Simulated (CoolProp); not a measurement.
Vapour pressure (bar) of R141b: the reference equation beside estimates from Tc = 204.4 °C, pc = 42.12 bar, ω = 0.220. Clausius-Clapeyron is anchored at 93.05 °C with a constant enthalpy of vaporisation of 22.14 kJ/mol.

Computed with CoolProp (reference Helmholtz-energy equation of state, Lemmon 2006). It is a short technical equation, of lower accuracy than the large ones.

```tsv
T (°C)	reference	Lee-Kesler	Clausius-Clapeyron	Redlich-Kwong	Soave-Redlich-Kwong	Peng-Robinson
82.85	4.527	…	4.694	6.135	4.538	4.498
93.05	5.781	5.793	5.781	7.610	5.805	5.744
103.25	7.278	7.292	7.041	9.316	7.321	7.235
113.45	9.043	9.058	8.486	11.27	9.112	8.999
123.65	11.10	11.12	…	13.49	11.21	11.07
133.85	13.49	13.50	11.98	15.99	13.64	13.47
144.05	16.23	16.24	14.06	18.79	16.44	16.24
154.25	19.37	19.38	16.38	…	…	19.41
164.45	22.93	22.94	18.94	25.32	23.25	…
174.65	26.96	27.00	21.75	29.09	27.32	27.11
184.85	31.52	…	24.84	33.21	31.89	31.72
```

**Question.** Complete the blanks.

**Answer.** 
- 82.85, Lee-Kesler: 4.535
- 123.65, Clausius-Clapeyron: 10.13
- 154.25, Redlich-Kwong: 21.89
- 154.25, Soave-Redlich-Kwong: 19.63
- 164.45, Peng-Robinson: 23.02
- 184.85, Lee-Kesler: 31.58

Absolute difference from the reference over all 11 rows, mean and median: Lee-Kesler 0.1 and 0.2 %, Clausius-Clapeyron 10.9 and 11.2 %, Redlich-Kwong 19.3 and 18.5 %, Soave-Redlich-Kwong 1.0 and 1.1 %, Peng-Robinson 0.4 and 0.5 %.
